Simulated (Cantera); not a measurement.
**Thermodynamics of carbon deposition, reforming and gasification, feed n-butane + H2 + N2**

Feed: 1 mol n-butane, 29 mol H2, 9.7 mol N2, held at 1975 K.

Method: chemical equilibrium by Gibbs-energy minimisation in Cantera with the NASA 1993 tables (ideal gas, pure condensed phases). Candidate condensed phases: C, C6H6, C7H8, C8H18; 92 gas species. The ideal-gas law is rough above about 30 bar. Kinetics and transport are ignored.

From 10.0 Pa to 100 bar the condensed part is C(graphite). The main C-bearing gas is HCN at 10.0 Pa and CH4 at 100 bar. The share of C in condensed phases is highest at 10.0 Pa (92.9 %) and lowest at 100 bar (65.3 %).

```csv
P (Pa),x H2,x N2,x H,x CH4,x HCN,x NH3,x C2H2 (acetylene),x HNC,n C(graphite)
10,0.675,0.207,0.112,2.07e-8,0.00499,5.29e-10,0.000438,0.000271,3.71
72,0.736,0.214,0.0437,1.77e-7,0.00530,4.41e-9,0.000478,0.000288,3.71
520,0.760,0.217,0.0165,1.36e-6,0.00542,3.37e-8,0.000494,0.000294,3.70
3700,0.769,0.218,0.00624,9.94e-6,0.00547,2.44e-7,0.000499,0.000297,3.70
27000,0.772,0.219,0.00231,7.31e-5,0.00549,1.80e-6,0.000502,0.000298,3.70
190000,0.773,0.219,0.000873,0.000516,0.00549,1.27e-5,0.000502,0.000298,3.68
1400000,0.770,0.220,0.000321,0.00376,0.00549,9.29e-5,0.000500,0.000298,3.53
10000000,0.743,0.225,0.000118,0.0251,0.00545,0.000636,0.000482,0.000296,2.61
```
x: gas mole fraction; n: condensed amount in mol.
